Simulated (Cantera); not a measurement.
A closed system holds: 1 mol SiCl4, 15 mol NO, held at 1825 °C and 23000 Pa.

These are equilibrium values from Cantera (NASA tables, ideal gas, pure condensed phases), not measurements of a reactor. Candidate condensed phases: Si, SiO2, Si2N2O, Si3N4; 23 gas species. The tables hold silica as quartz up to 1696 K and as liquid above; real silica turns to tridymite and cristobalite and melts near 1996 K. Kinetics and transport are ignored.

Base state: N2 0.415, O2 0.358, Cl 0.206, NO 0.00939, Cl2 0.00875, O 0.00171, ClO 0.000831 (mole fractions); condensed: SiO2(l).

**Question.** What changes in the equilibrium state with this change: 0.11 mol H2 added?

**Answer.** 
| species | before | after |
|---|---|---|
| N2 | 0.415 | 0.415 |
| O2 | 0.358 | 0.358 |
| Cl | 0.206 | 0.195 |
| HCl | 0 | 0.0121 |
| Cl2 | 0.00875 | 0.00788 |
| OH | 0 | 0.000109 |
| H2O | 0 | 4.22e-5 |
| SiO2(l), mol | 1.000 | 1.000 |
Further candidate phases: H2O, NH4Cl.

**Question.** What changes in the equilibrium state with this change: temperature from 1825 °C to 1377 °C?

**Answer.** 
```tsv
species	before	after
N2	0.415	0.448
O2	0.358	0.388
Cl	0.206	0.0848
Cl2	0.00875	0.0770
O	0.00171	3.36e-5
NO	0.00939	0.00244
SiO2(l), mol	1.000	0
SiO2(β-quartz), mol	0	1.000
```
